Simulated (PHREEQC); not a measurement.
PHREEQC input (ion-association model, phreeqc.dat):

```
SOLUTION 1
  temp 25
  units mol/kgw
  pH 7 charge
END
SELECTED_OUTPUT 1
  -reset false
  -pH true
  -pe true
  -ionic_strength true
  -water true
  -totals C Pb S C(-4) C(4) S(-2) S(6)
  -molalities H+ CO3-2 SO4-2 Pb+2 OH- O2 HCO3- CO2 (CO2)2 HSO4-
    S-2 HS- H2S PbOH+ Pb(OH)2 Pb(OH)3- Pb(OH)4-2 Pb2OH+3 PbCO3 Pb(CO3)2-2
    PbHCO3+ PbSO4 Pb(SO4)2-2 Pb(HS)2 Pb(HS)3- Pb3(OH)4+2
  -equilibrium_phases Anglesite Cerussite Pb(OH)2
PRINT
  -reset false
USE solution 1
EQUILIBRIUM_PHASES 1
  Anglesite 0 0.5
  Cerussite 0 0
  Pb(OH)2 0 0
  O2(g) -0.68 10
  CO2(g) -5 10
END
# ... the last block is repeated for the other 10 points of log pCO2 (atm)
```

Selected output (columns that matter, 11 of 11 rows; log pCO2 (atm) added in front):

```
log pCO2 (atm)	pH	mu	C	Pb	S	m_H+	m_SO4-2	m_Pb+2	m_OH-	m_CO2	m_PbHCO3+	m_PbSO4	Anglesite
-5	5.7889	0.00056939	4.5138e-07	0.00015185	0.00015185	1.669e-06	0.0001427	0.00014114	6.3974e-09	3.4023e-07	9.6189e-09	9.1189e-06	0.49985
-4.5	5.7588	0.00056951	1.4027e-06	0.00015182	0.00015182	1.7887e-06	0.00014266	0.00014118	5.9694e-09	1.0759e-06	2.839e-08	9.1189e-06	0.49985
-4	5.6856	0.00056983	4.2687e-06	0.00015174	0.00015174	2.1174e-06	0.00014258	0.00014126	5.0427e-09	3.4023e-06	7.5885e-08	9.1189e-06	0.49985
-3.5	5.5483	0.00057064	1.2733e-05	0.00015165	0.00015165	2.9049e-06	0.00014248	0.00014138	3.6758e-09	1.0759e-05	1.7506e-07	9.1189e-06	0.49985
-3	5.3537	0.00057237	3.7968e-05	0.00015162	0.00015162	4.5463e-06	0.00014243	0.00014148	2.3489e-09	3.4023e-05	3.5393e-07	9.1189e-06	0.49985
-2.5	5.1266	0.00057569	0.00011492	0.00015172	0.00015172	7.6699e-06	0.0001425	0.0001415	1.3925e-09	0.00010759	6.634e-07	9.1189e-06	0.49985
-2	4.8855	0.00058177	0.00035346	0.00015204	0.00015204	1.3365e-05	0.00014274	0.00014142	7.9935e-10	0.00034021	1.2028e-06	9.1189e-06	0.49985
-1.5	4.6391	0.00059268	0.0010994	0.00015268	0.00015268	2.3578e-05	0.00014325	0.00014119	4.5331e-10	0.0010757	2.1512e-06	9.1189e-06	0.49985
-1	4.3907	0.00061213	0.003443	0.00015385	0.00015385	4.1786e-05	0.0001442	0.00014075	2.5598e-10	0.0034004	3.8213e-06	9.1188e-06	0.49985
-0.5	4.1418	0.00064673	0.010819	0.00015596	0.00015596	7.4169e-05	0.00014589	0.00013996	1.4441e-10	0.01074	6.7502e-06	9.1188e-06	0.49984
0	3.8934	0.00070808	0.034009	0.00015967	0.00015967	0.00013158	0.00014884	0.0001386	8.1571e-11	0.033834	1.1833e-05	9.1186e-06	0.49984
```
